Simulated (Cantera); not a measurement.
## Diamond growth

A diamond (100) surface in a fixed gas of H2 with x(CH4) = 0.01, x(CH3) = 7.8e-05, at 1098 K, 13.5 Torr; coverages are run to steady state.

Model: the Harris–Goodwin 1993 mechanism for the reconstructed diamond (100) surface, integrated in Cantera.

| x(H) | growth (µm/h) | θ c6HH | θ c6H* | θ c6*H | θ c6** | θ c6HM |
|---|---|---|---|---|---|---|
| 0.0001 | 0.0264 | 0.600 | 0.0229 | 0.365 | 0.00533 | 0.00361 |
| 0.0002 | 0.0524 | 0.559 | 0.0251 | 0.399 | 0.00864 | 0.00420 |
| 0.00041 | 0.0988 | 0.535 | 0.0263 | 0.419 | 0.0120 | 0.00456 |
| 0.00082 | 0.174 | 0.523 | 0.0269 | 0.428 | 0.0146 | 0.00457 |
| 0.0016 | 0.288 | 0.516 | 0.0272 | 0.434 | 0.0162 | 0.00421 |
| 0.0033 | 0.458 | 0.513 | 0.0274 | 0.437 | 0.0173 | 0.00343 |
| 0.0067 | 0.650 | 0.512 | 0.0276 | 0.439 | 0.0179 | 0.00246 |
| 0.013 | 0.813 | 0.512 | 0.0277 | 0.440 | 0.0181 | 0.00161 |
| 0.027 | 0.945 | 0.512 | 0.0278 | 0.441 | 0.0183 | 0.000909 |
θ: site fractions in the mechanism's names (c6HH fully hydrogenated, c6H* and c6*H radical sites, c6** diradical, c6HM methylated).
